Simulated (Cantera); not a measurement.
An isothermal, constant-pressure homogeneous reactor starts with H2 : O2 : N2 = 0.0082 : 1 : 0.39 (molar parts), equivalence ratio 0.0041, at 1250 K and 6.53 Torr. Integrator tolerance rtol = 1e-08.

Model: GRI-Mech 3.0 (53 species, 325 reactions), integrated in Cantera. Radical loss at walls, strong at low pressure, is not modelled.

Problem. What does this change do: pressure from 6.53 Torr to 10.00 Torr?

Solution. 
| quantity | before | after |
|---|---|---|
| x(H2) at 60.0 s | 2.51e-8 (gas-phase equilibrium 2.59e-9) | 7.53e-9 (gas-phase equilibrium 2.09e-9) |
| x(O2) at 60.0 s | 0.714 (gas-phase equilibrium 0.714) | 0.714 (gas-phase equilibrium 0.714) |
| x(NO) at 60.0 s | 3.84e-8 (gas-phase equilibrium 0.000312) | 3.73e-8 (gas-phase equilibrium 0.000312) |
| x(N2O) at 60.0 s | 5.69e-9 (gas-phase equilibrium 1.18e-9) | 6.96e-9 (gas-phase equilibrium 1.46e-9) |
| x(H2O2) at 60.0 s | 1.34e-10 (gas-phase equilibrium 1.71e-11) | 6.81e-11 (gas-phase equilibrium 2.11e-11) |
| x(NO2) at 60.0 s | 1.82e-11 (gas-phase equilibrium 7.17e-7) | 3.99e-11 (gas-phase equilibrium 8.87e-7) |
| x(O) at 60.0 s | 6.11e-6 (gas-phase equilibrium 6.31e-7) | 1.83e-6 (gas-phase equilibrium 5.10e-7) |
